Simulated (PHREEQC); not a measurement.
Consider water at 25 °C with 140 mmol/kgw HF, 8.2 mmol/kgw NH4HF2, 1.2 mmol/kgw (NH4)2SiF6 and 0.036 mmol/kgw H3PO4. Closed to the air; pH follows from the charge balance.

Equilibrium calculation in PHREEQC: ion-association model, wateq4f.dat.

**Question.** The ionic strength comes out as 0.0189 mol/kgw. What activity coefficients do H2PO4-, SiF6-2, NH4+, HF2-, H+ get?

**Answer.** H2PO4- 0.88, SiF6-2 0.59, NH4+ 0.87, HF2- 0.87, H+ 0.89.

Precipitation was switched off in this run. wateq4f.dat counts part of the HF as a dimer, H2F2, which phreeqc.dat doesn't know; its constant is uncertain. H3PO4, which wateq4f.dat lacks, is added to it with the constant of phreeqc.dat. SiF6-2 is the database's only silicon fluoride.
